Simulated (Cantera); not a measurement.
An isothermal, constant-pressure homogeneous reactor starts with CH₄ : H₂ : H = 0.024 : 1 : 0.0017 (molar parts), at 1525 K and 0.0400 bar.

Detailed kinetics in Cantera: GRI-Mech 3.0 (53 species, 325 reactions). GRI-Mech 3.0 stops at C3 and has no aromatics, soot or wall deposition, so with more carbon than oxygen in the feed, carbon stays in small species such as C2H2 where larger ones or solid carbon would form. Radical loss at walls, strong at low pressure, is not modelled.

### Question
Predict: x(CH₄) at 10.0 s; x(H₂) at 10.0 s; x(H) at 10.0 s; x(CH₂) at 10.0 s.

### Answer
x(CH₄) at 10.0 s: 0.0159 (gas-phase equilibrium 0.00256)
x(H₂) at 10.0 s: 0.980 (gas-phase equilibrium 0.987)
x(H) at 10.0 s: 0.000109 (gas-phase equilibrium 0.000118)
x(CH₂) at 10.0 s: 3.33e-9 (gas-phase equilibrium 6.37e-10)
